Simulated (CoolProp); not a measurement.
Saturation properties of decamethylcyclopentasiloxane (D5) (Tc = 618.3 K, pc = 1078 kPa, ω = 0.631).

Values from CoolProp's reference Helmholtz-energy equation of state, Thol 2019.

```json
[
 {"T (K)": "439.1", "p (kPa)": "30.62", "liquid density (kg/m³)": "799.3", "vapour density (kg/m³)": "3.233", "enthalpy of vaporisation (kJ/kg)": "125.5", "liquid cp (kJ/(kg K))": "1.915"},
 {"T (K)": "453.9", "p (kPa)": "47.00", "liquid density (kg/m³)": "781.5", "vapour density (kg/m³)": "4.873", "enthalpy of vaporisation (kJ/kg)": "120.5", "liquid cp (kJ/(kg K))": "1.942"},
 {"T (K)": "468.7", "p (kPa)": "69.62", "liquid density (kg/m³)": "763.1", "vapour density (kg/m³)": "7.121", "enthalpy of vaporisation (kJ/kg)": "115.4", "liquid cp (kJ/(kg K))": "1.970"},
 {"T (K)": "483.5", "p (kPa)": "99.91", "liquid density (kg/m³)": "743.9", "vapour density (kg/m³)": "10.14", "enthalpy of vaporisation (kJ/kg)": "…", "liquid cp (kJ/(kg K))": "1.998"},
 {"T (K)": "498.3", "p (kPa)": "139.5", "liquid density (kg/m³)": "723.7", "vapour density (kg/m³)": "14.12", "enthalpy of vaporisation (kJ/kg)": "104.7", "liquid cp (kJ/(kg K))": "2.028"},
 {"T (K)": "513.1", "p (kPa)": "190.1", "liquid density (kg/m³)": "702.3", "vapour density (kg/m³)": "19.33", "enthalpy of vaporisation (kJ/kg)": "98.97", "liquid cp (kJ/(kg K))": "…"},
 {"T (K)": "527.9", "p (kPa)": "253.6", "liquid density (kg/m³)": "679.3", "vapour density (kg/m³)": "26.11", "enthalpy of vaporisation (kJ/kg)": "92.82", "liquid cp (kJ/(kg K))": "2.096"},
 {"T (K)": "542.7", "p (kPa)": "332.2", "liquid density (kg/m³)": "654.1", "vapour density (kg/m³)": "34.96", "enthalpy of vaporisation (kJ/kg)": "…", "liquid cp (kJ/(kg K))": "2.137"},
 {"T (K)": "557.5", "p (kPa)": "428.0", "liquid density (kg/m³)": "625.8", "vapour density (kg/m³)": "46.66", "enthalpy of vaporisation (kJ/kg)": "78.71", "liquid cp (kJ/(kg K))": "2.188"},
 {"T (K)": "572.3", "p (kPa)": "543.9", "liquid density (kg/m³)": "593.1", "vapour density (kg/m³)": "…", "enthalpy of vaporisation (kJ/kg)": "70.20", "liquid cp (kJ/(kg K))": "2.258"},
 {"T (K)": "587.1", "p (kPa)": "683.0", "liquid density (kg/m³)": "553.0", "vapour density (kg/m³)": "85.21", "enthalpy of vaporisation (kJ/kg)": "59.93", "liquid cp (kJ/(kg K))": "2.372"},
 {"T (K)": "601.9", "p (kPa)": "850.0", "liquid density (kg/m³)": "498.3", "vapour density (kg/m³)": "121.6", "enthalpy of vaporisation (kJ/kg)": "46.25", "liquid cp (kJ/(kg K))": "…"}
]
```

Q: Some entries are withheld; supply them.

A: 
- 483.5, enthalpy of vaporisation (kJ/kg): 110.2
- 513.1, liquid cp (kJ/(kg K)): 2.060
- 542.7, enthalpy of vaporisation (kJ/kg): 86.14
- 572.3, vapour density (kg/m³): 62.53
- 601.9, liquid cp (kJ/(kg K)): 2.642

It boils at 484.1 K under 1 atm.
